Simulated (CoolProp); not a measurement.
The numbers come from the reference Helmholtz-energy equation of state, Zhou 2011 in CoolProp.

Question: For dimethyl carbonate, give the phase and the density (kg/m³), speed of sound (m/s), Joule-Thomson coefficient (K/MPa) at 600 K and 5.45 MPa; 600 K and 10.9 MPa; 600 K and 43.6 MPa.

Answer: 
- 600 K and 5.45 MPa: supercritical; density 158, speed of sound 163, Joule-Thomson coefficient 9.22
- 600 K and 10.9 MPa: supercritical; density 505, speed of sound 237, Joule-Thomson coefficient 2.42
- 600 K and 43.6 MPa: supercritical; density 757, speed of sound 631, Joule-Thomson coefficient -0.0332
